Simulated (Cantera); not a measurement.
Mixture: 19.7 % H₂, 16.8 % O₂, 63.5 % N₂, equivalence ratio 0.58, at 0.987 atm, adiabatic and at constant pressure. Ignition delay is the time to a rise of 400 K.

Model: the H2/O2 subset of GRI-Mech 3.0, which has no nitrogen chemistry, integrated in Cantera. Where the delays flatten at high temperature, the 400 K rule measures the pace of heat release, not the induction time.

**Question.** Predict: delay at 1175 K; delay at 1325 K; delay at 1475 K; delay at 1625 K.

**Answer.** 
- delay at 1175 K: 56.8 µs
- delay at 1325 K: 31.1 µs
- delay at 1475 K: 23.2 µs
- delay at 1625 K: 21.7 µs
